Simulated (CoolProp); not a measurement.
Vapour-liquid equilibrium of acetone (1) + dimethyl carbonate (2) at 378.1 K; x and y are mole fractions of (1).

Computed with CoolProp (multi-fluid Helmholtz-energy mixture model, Lemmon 2006 and Zhou 2011; pair parameters Bell 2016).

```csv
x,bubble pressure (MPa),y at the bubble point,dew pressure at overall composition x (MPa),liquid density (mol/L)
0.05,0.1740,0.127,0.1647,10.63
0.15,0.2019,0.318,0.1770,10.75
0.25,0.2280,0.458,0.1911,10.87
0.35,0.2532,0.569,0.2074,10.99
0.45,0.2780,0.662,0.2264,11.11
0.55,0.3030,0.742,0.2485,11.24
0.65,0.3284,0.812,0.2746,11.37
0.75,0.3543,0.874,0.3059,11.50
0.85,0.3810,0.929,0.3441,11.63
0.95,0.4082,0.978,0.3923,11.77
```

No azeotrope shows between x = 0.05 and 0.95.

The pair parameters rest on a limited set of measurements; away from them the model extrapolates. The gap from Raoult's law changes sign with composition, which may be real or a fault of the pair parameters; it wasn't checked against measurements.
